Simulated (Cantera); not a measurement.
Charge: 1 mol Fe3O4, a varied amount of H2, held at 2173.15 K and 1000 Pa.

Equilibrium computed with Cantera from the NASA thermochemical tables; the gas is ideal and each condensed phase is pure. Candidate condensed phases: Fe, FeO, Fe(OH)2, Fe(OH)3, Fe2O3, Fe3O4, H2O; 12 gas species. Equilibrium is a limit: real reactors are often held back by kinetics, nucleation or transport.

x: gas mole fraction; nothing condenses.

```tsv
n(H2) (mol)	x H2	x H2O	x Fe	x H	x OH	x FeO	x Fe(OH)2
16	0.603	0.203	0.153	0.0375	0.00169	(withheld)	8.10e-5
26	0.723	0.133	0.101	0.0411	0.00101	(withheld)	1.92e-5
42	0.805	0.0861	0.0650	0.0433	0.000621	(withheld)	4.63e-6
69	0.860	0.0538	0.0406	0.0448	0.000375	(withheld)	1.06e-6
110	0.894	0.0343	0.0259	0.0457	0.000235	(withheld)	2.64e-7
180	0.916	0.0212	0.0160	0.0462	0.000143	(withheld)	6.07e-8
300	0.931	0.0128	0.00967	0.0466	8.58e-5	(withheld)	1.32e-8
500	0.940	0.00771	0.00582	0.0468	5.15e-5	(withheld)	2.85e-9
810	0.945	0.00477	0.00360	0.0469	3.18e-5	(withheld)	6.72e-10
1300	0.948	0.00298	0.00225	0.0470	1.98e-5	(withheld)	1.63e-10
2200	0.950	0.00176	0.00133	0.0471	1.17e-5	(withheld)	3.36e-11
```

Q: What belongs in the gaps?

A: 
- 16, x FeO: 0.00151
- 26, x FeO: 0.000542
- 42, x FeO: 0.000203
- 69, x FeO: 7.43e-5
- 110, x FeO: 2.91e-5
- 180, x FeO: 1.08e-5
- 300, x FeO: 3.88e-6
- 500, x FeO: 1.40e-6
- 810, x FeO: 5.31e-7
- 1300, x FeO: 2.06e-7
- 2200, x FeO: 7.20e-8
